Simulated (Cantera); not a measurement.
Feed: 1 mol SiH₄, 0.76 mol C₂H₄, 290 mol H₂, 0.74 mol C₃H₈, held at 0.100 bar.

Method: chemical equilibrium by Gibbs-energy minimisation in Cantera with the NASA 1993 tables (ideal gas, pure condensed phases). Candidate condensed phases: C, C₆H₆, C₇H₈, C₈H₁₈, Si, SiC; 87 gas species. Gases not in the tables: Si₂H₆ and higher silanes. Kinetics and transport are ignored.

**Question.** What share of the Si ends up in condensed phases as a function of T (K), at 1323, 1473, 1623, 1773, 1923, 2073, 2223?

**Answer.** 
```
T (K)  Si condensed (%)      as
-----  ----------------  ------
1323              100.0  SiC(s)
1473              100.0  SiC(s)
1623              100.0  SiC(s)
1773              100.0  SiC(s)
1923               99.6  SiC(s)
2073               96.9  SiC(s)
2223               77.2  SiC(s)
```
